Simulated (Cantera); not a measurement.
Feed: 1 mol CH₄, 0.35 mol O₂, 17 mol H₂, held at 848 K and 1.30 mbar.

Cantera equilibrium calculation (NASA polynomials, part measured and part estimated; ideal gas, pure solids and liquids). Candidate condensed phases: C, C₆H₆, C₇H₈, C₈H₁₈, H₂O; 110 gas species. The numbers say what is thermodynamically allowed, not how fast it happens.

### Question
What is the equilibrium state?

### Answer
| Item | Result |
|---|---|
| x(H₂) | 0.964 |
| x(CO) | 0.0352 |
| x(CH₄) | 0.000773 |
| x(H₂O) | 0.000325 |
| x(CO₂) | 3.67e-5 |
| n(C(graphite)) | 0.292 mol |
| gas amount | 19.68 mol |
